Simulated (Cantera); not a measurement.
Cantera run, input and output.

```python
import numpy as np
import cantera as ct

gas = ct.Solution("gri30.yaml")
gas.TPX = 1275, 2666, {'N2O': 1, 'O2': 0.078}
inlet = ct.Reservoir(gas, clone=True)

reactor = ct.IdealGasConstPressureReactor(gas, energy="off", clone=False)
exhaust = ct.Reservoir(gas, clone=True)
tau = [9.6, 3.3, 1.1, 0.38, 0.13, 0.045, 0.015, 0.0053, 0.0018, 0.00062][0]
for a, b in ((inlet, reactor), (reactor, exhaust)):
    ct.MassFlowController(a, b, mdot=lambda t: reactor.mass / tau)
net = ct.ReactorNet([reactor])
show = ['N2O', 'O2', 'NO2', 'NO', 'O', 'N2']

rows = []
print(f"{'tau/s':>10s}{'T/K':>9s}" + "".join(f"{s:>11s}" for s in show))
for tau in [9.6, 3.3, 1.1, 0.38, 0.13, 0.045, 0.015, 0.0053, 0.0018, 0.00062]:
    net.initial_time = 0.0
    net.advance(30 * tau)
    before = gas.X
    net.advance(40 * tau)
    drift = np.max(np.abs(gas.X - before) / (gas.X + 1e-9))
    rows.append([gas.T, *gas[show].X, drift])
    print(f"{tau:10.3e}{gas.T:9.1f}" + "".join(f"{x:11.3e}" for x in gas[show].X))
```

Output:

```
     tau/s      T/K        N2O         O2        NO2         NO          O         N2
 9.600e+00   1275.0  4.945e-01  1.894e-01  1.429e-05  4.040e-02  5.423e-06  2.757e-01
 3.300e+00   1275.0  7.125e-01  1.304e-01  6.273e-06  2.011e-02  5.451e-06  1.369e-01
 1.100e+00   1275.0  8.428e-01  9.527e-02  2.128e-06  7.944e-03  5.460e-06  5.401e-02
 3.800e-01   1275.0  8.964e-01  8.078e-02  6.092e-07  2.920e-03  5.461e-06  1.985e-02
 1.300e-01   1275.0  9.167e-01  7.530e-02  1.325e-07  1.021e-03  5.457e-06  6.942e-03
 4.500e-02   1275.0  9.238e-01  7.338e-02  2.220e-08  3.552e-04  5.443e-06  2.419e-03
 1.500e-02   1275.0  9.264e-01  7.270e-02  2.830e-09  1.177e-04  5.398e-06  8.053e-04
 5.300e-03   1275.0  9.272e-01  7.247e-02  3.580e-10  4.072e-05  5.278e-06  2.819e-04
 1.800e-03   1275.0  9.275e-01  7.239e-02  3.737e-11  1.297e-05  4.948e-06  9.305e-05
 6.200e-04   1275.0  9.276e-01  7.237e-02  3.287e-12  3.785e-06  4.192e-06  2.991e-05
```

Computed with Cantera and GRI-Mech 3.0 (53 species, 325 reactions). GRI-Mech 3.0 was tuned for natural gas; its chemistry of N2O as a main component is partial and can be far from experiment. Radical loss at walls, strong at low pressure, is not modelled. The mechanism lacks the step 2 NO + O2 → 2 NO2, which can matter for NO2 below about 1400 K. The temperature is held fixed by assumption; the heat of reaction is taken as removed at once.
